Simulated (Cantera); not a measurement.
An adiabatic, constant-volume homogeneous reactor starts with C₃H₈ : O₂ : N₂ = 1 : 11.4 : 42.7 (molar parts), at 1800 K and 23.0 bar. Integrator tolerance rtol = 1e-08.

Detailed kinetics in Cantera: GRI-Mech 3.0 (53 species, 325 reactions). GRI-Mech 3.0 was tuned for natural gas; its chemistry of propane as a main component is partial and can be far from experiment. The pressure lies above the range GRI-Mech 3.0 was tuned for (to about 10 atm).

Problem. What does this change do: C3H8 1 to 1.4 parts?

Solution. 
```csv
quantity,before,after
time of steepest temperature rise,1.21 µs,1.16 µs
temperature at 6.00 s,2810 K,3048 K
equilibrium temperature,2810 K,3048 K
x(C₃H₈) at 6.00 s,<1e-12 (gas-phase equilibrium <1e-12),<1e-12 (gas-phase equilibrium <1e-12)
x(O₂) at 6.00 s,0.0994 (gas-phase equilibrium 0.0994),0.0647 (gas-phase equilibrium 0.0647)
x(N₂O) at 6.00 s,8.27e-6 (gas-phase equilibrium 8.27e-6),9.36e-6 (gas-phase equilibrium 9.36e-6)
x(NO₂) at 6.00 s,6.97e-5 (gas-phase equilibrium 6.97e-5),5.33e-5 (gas-phase equilibrium 5.33e-5)
x(HCN) at 6.00 s,8.89e-11 (gas-phase equilibrium 8.89e-11),1.75e-9 (gas-phase equilibrium 1.75e-9)
x(C₂H₄) at 6.00 s,<1e-12 (gas-phase equilibrium <1e-12),<1e-12 (gas-phase equilibrium <1e-12)
```
Above 3000 K some thermodynamic fits are extrapolated.

Problem. What does this change do: pressure from 23.0 bar to 0.590 bar?

Solution. 
```
quantity                                                              before                                      after
---------------------------------  -----------------------------------------  -----------------------------------------
time of steepest temperature rise                                    1.21 µs                                    17.6 µs
temperature at 6.00 s                                                 2810 K                                     2650 K
equilibrium temperature                                               2810 K                                     2650 K
x(C₃H₈) at 6.00 s                      <1e-12 (gas-phase equilibrium <1e-12)      <1e-12 (gas-phase equilibrium <1e-12)
x(O₂) at 6.00 s                        0.0994 (gas-phase equilibrium 0.0994)        0.101 (gas-phase equilibrium 0.101)
x(N₂O) at 6.00 s                     8.27e-6 (gas-phase equilibrium 8.27e-6)    1.01e-6 (gas-phase equilibrium 1.01e-6)
x(NO₂) at 6.00 s                     6.97e-5 (gas-phase equilibrium 6.97e-5)    9.98e-6 (gas-phase equilibrium 9.98e-6)
x(HCN) at 6.00 s                   8.89e-11 (gas-phase equilibrium 8.89e-11)  3.31e-11 (gas-phase equilibrium 3.31e-11)
x(C₂H₄) at 6.00 s                      <1e-12 (gas-phase equilibrium <1e-12)      <1e-12 (gas-phase equilibrium <1e-12)
```
